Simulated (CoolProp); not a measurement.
Properties of fluoroethane (R161) along the isotherm 76.75 °C (Tc = 102.1 °C, pc = 5.010 MPa, ω = 0.216).

Computed with CoolProp (reference Helmholtz-energy equation of state, Wu 2012).

| p (MPa) | phase | cv (kJ/(kg K)) | expansivity (1/kK) | fugacity coefficient |
|---|---|---|---|---|
| 0.313 | gas | 1.239 | 3.143 | 0.9723 |
| 0.626 | gas | 1.258 | 3.483 | 0.9448 |
| 0.939 | gas | 1.279 | 3.895 | 0.9175 |
| 1.25 | gas | 1.302 | 4.404 | 0.8904 |
| 1.57 | gas | 1.330 | 5.074 | 0.8626 |
| 1.88 | gas | 1.361 | 5.938 | 0.8357 |
| 2.19 | gas | 1.397 | 7.142 | 0.8086 |
| 2.5 | gas | 1.441 | 8.962 | 0.7813 |
